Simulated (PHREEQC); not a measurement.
Dissolve 68 mmol/kgw Na2CO3 at 25 °C. Closed to the air; pH follows from the charge balance.

The numbers come from PHREEQC with the ion-association model, phreeqc.dat.

Each row changes one thing in this solution. No solid was allowed to form.

```tsv
case	pH	ionic strength (mol/kgw)	Na+ (mol/kgw)	CO3-2 (mol/kgw)	NaCO3- (mol/kgw)	HCO3- (mol/kgw)
as made	11.22	0.148	0.109	0.0387	0.0270	0.00222
Na2CO3 from 0.068 to 0.034 mol/kgw	11.14	0.0803	…	0.0222	0.00996	0.00176
diluted 10-fold with water	10.91	0.0180	…	0.00513	0.000740	0.000928
diluted 100-fold with water	10.42	0.00175	0.00135	0.000393	8.25e-6	0.000278
Na2CO3 from 0.068 to 0.0748 mol/kgw	…	…	…	0.0417	0.0308	0.00229
```

Q: Some entries are withheld; supply them.

A: 
- Na2CO3 from 0.068 to 0.034 mol/kgw, Na+ (mol/kgw): 0.0580
- diluted 10-fold with water, Na+ (mol/kgw): 0.0129
- Na2CO3 from 0.068 to 0.0748 mol/kgw, pH: 11.23
- Na2CO3 from 0.068 to 0.0748 mol/kgw, ionic strength (mol/kgw): 0.160
- Na2CO3 from 0.068 to 0.0748 mol/kgw, Na+ (mol/kgw): 0.119
